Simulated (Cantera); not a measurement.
Feed: 1 mol V, 2.1 mol NH₃, 11 mol H₂, at 0.190 Pa.

Cantera equilibrium calculation (NASA polynomials, part measured and part estimated; ideal gas, pure solids and liquids). Candidate condensed phases: V, VN; 11 gas species. VN: taken at fixed stoichiometry. Condensed phases not in the tables: V₂N, N, O or C dissolved in the metal. Rates play no part.

x: gas mole fraction; n: condensed amount in mol.

| T (K) | x H₂ | x H | x N₂ | x V | x N | n VN(s) | n V(s) |
|---|---|---|---|---|---|---|---|
| 1173 | 0.963 | 8.39e-5 | 0.0374 | 1.15e-11 | <1e-12 | 1.00 | 0 |
| 1273 | 0.962 | … | 0.0374 | … | <1e-12 | 1.00 | 0 |
| 1373 | 0.960 | 0.00237 | 0.0374 | 5.68e-7 | <1e-12 | 1.000 | 0 |
| 1473 | 0.922 | 0.00881 | 0.0688 | 2.21e-5 | 5.72e-12 | 0 | 1.000 |
| 1573 | 0.904 | 0.0280 | 0.0681 | 0.000311 | 6.83e-11 | 0 | 0.995 |
| 1673 | 0.854 | 0.0764 | 0.0662 | 0.00318 | 6.01e-10 | 0 | 0.950 |
| 1773 | 0.737 | 0.177 | 0.0612 | 0.0248 | 4.03e-9 | 0 | 0.574 |
| 1873 | 0.549 | 0.347 | 0.0536 | 0.0510 | 2.14e-8 | 0 | 0 |
| 1973 | 0.339 | 0.570 | 0.0463 | 0.0441 | 9.49e-8 | 0 | 0 |
| 2073 | … | … | … | … | … | 0 | 0 |
| 2173 | 0.0613 | 0.867 | 0.0367 | 0.0350 | 1.25e-6 | 0 | 0 |
| 2273 | 0.0222 | 0.909 | 0.0354 | 0.0337 | 3.95e-6 | 0 | 0 |
| 2373 | 0.00831 | 0.924 | 0.0349 | 0.0332 | 1.15e-5 | 0 | 0 |

Fill in the missing entries.


- 1273, x H: 0.000507
- 1273, x V: 3.94e-9
- 2073, x H₂: 0.160
- 2073, x H: 0.762
- 2073, x N₂: 0.0401
- 2073, x V: 0.0382
- 2073, x N: 3.62e-7
